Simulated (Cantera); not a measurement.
**Sublimation and decomposition of ceramics: MgO + H2**

Input: 1 mol MgO, 2.3 mol H2, at 0.000100 bar.

Cantera equilibrium calculation (NASA polynomials, part measured and part estimated; ideal gas, pure solids and liquids). Candidate condensed phases: H2O, Mg, MgO, Mg(OH)2; 15 gas species. The tables' values for MgH are old estimates; treat these amounts as uncertain. The numbers say what is thermodynamically allowed, not how fast it happens.

From 1498 K to 2023 K the condensed part is MgO(s). From 2098 K to 2398 K nothing is condensed. The main Mg-bearing gas is Mg throughout.

| T (K) | x H2 | x H | x Mg | x H2O | x O | x OH | x O2 | x MgOH | n MgO(s) |
|---|---|---|---|---|---|---|---|---|---|
| 1498 | 0.992 | 0.00171 | 0.00308 | 0.00308 | 2.25e-10 | 1.50e-7 | <1e-12 | 2.09e-7 | 0.993 |
| 1573 | 0.981 | 0.00403 | 0.00771 | 0.00771 | 3.95e-9 | 1.14e-6 | 1.43e-11 | 1.04e-6 | 0.982 |
| 1648 | 0.956 | 0.00871 | 0.0176 | 0.0176 | 5.36e-8 | 7.21e-6 | 4.48e-10 | 4.46e-6 | 0.959 |
| 1723 | 0.909 | 0.0174 | 0.0369 | 0.0369 | 5.87e-7 | 3.87e-5 | 1.07e-8 | 1.65e-5 | 0.911 |
| 1798 | 0.826 | 0.0320 | 0.0708 | 0.0706 | 5.39e-6 | 0.000180 | 2.04e-7 | 5.32e-5 | 0.822 |
| 1873 | 0.698 | 0.0539 | 0.124 | 0.123 | 4.31e-5 | 0.000737 | 3.33e-6 | 0.000150 | 0.664 |
| 1948 | 0.528 | 0.0821 | 0.195 | 0.192 | 0.000311 | 0.00270 | 4.91e-5 | 0.000364 | 0.410 |
| 2023 | 0.341 | 0.111 | 0.274 | 0.262 | 0.00210 | 0.00887 | 0.000692 | 0.000757 | 0.0451 |
| 2098 | 0.292 | 0.166 | 0.271 | 0.244 | 0.00669 | 0.0165 | 0.00238 | 0.000665 | 0 |
| 2173 | 0.253 | 0.243 | 0.254 | 0.200 | 0.0173 | 0.0257 | 0.00576 | 0.000487 | 0 |
| 2248 | 0.210 | 0.336 | 0.232 | 0.140 | 0.0372 | 0.0336 | 0.0104 | 0.000306 | 0 |
| 2323 | 0.162 | 0.438 | 0.207 | 0.0789 | 0.0655 | 0.0356 | 0.0133 | 0.000158 | 0 |
| 2398 | 0.113 | 0.529 | 0.185 | 0.0352 | 0.0952 | 0.0303 | 0.0123 | 6.88e-5 | 0 |
x: gas mole fraction; n: condensed amount in mol.
